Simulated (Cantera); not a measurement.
Input: 1 mol PbO, 0.58 mol CH₄, 0.19 mol CO, equilibrated at 1752 °C and 30000 Pa.

These are equilibrium values from Cantera (NASA tables, ideal gas, pure condensed phases), not measurements of a reactor. Candidate condensed phases: C, C₆H₆, C₇H₈, C₈H₁₈, H₂O, Pb, PbO, PbO₂, Pb₃O₄; 113 gas species. Gases not in the tables: (PbO)n polymers. Equilibrium is a limit: real reactors are often held back by kinetics, nucleation or transport.

Base state: Pb 0.340, H₂ 0.275, CO 0.240, H₂O 0.120, CO₂ 0.0224, H 0.00184, PbO 0.000739, Pb₂ 0.000161 (mole fractions); condensed: gas only.

**Question.** What changes in the equilibrium state with this change: pressure from 30000 Pa to 133 Pa?

**Answer.** 
```tsv
species	before	after
Pb	0.340	0.336
H₂	0.275	0.260
CO	0.240	0.236
H	0.00184	0.0269
H₂O	0.120	0.116
CO₂	0.0224	0.0227
O₂	7.69e-8	1.82e-5
O	4.09e-7	9.46e-5
```
